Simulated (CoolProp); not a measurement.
Vapour-liquid equilibrium of R113 (1) + benzene (2) at 1.99 bar; x and y are mole fractions of (1).

The numbers come from the multi-fluid Helmholtz-energy mixture model, Marx 1992 and Thol 2012; pair parameters Bell 2016 in CoolProp.

Question: Give the bubble temperature and the first vapour's composition at x = 0.35, 0.8, 0.95. Is there an azeotrope?

Answer: x = 0.35: 356.1 K, y = 0.598; x = 0.8: 345.9 K, y = 0.882; x = 0.95: 343.5 K, y = 0.970. No azeotrope shows between x = 0.05 and 0.95.

Pair parameters are fitted to limited data, so mixtures are less certain than the pure fluids.
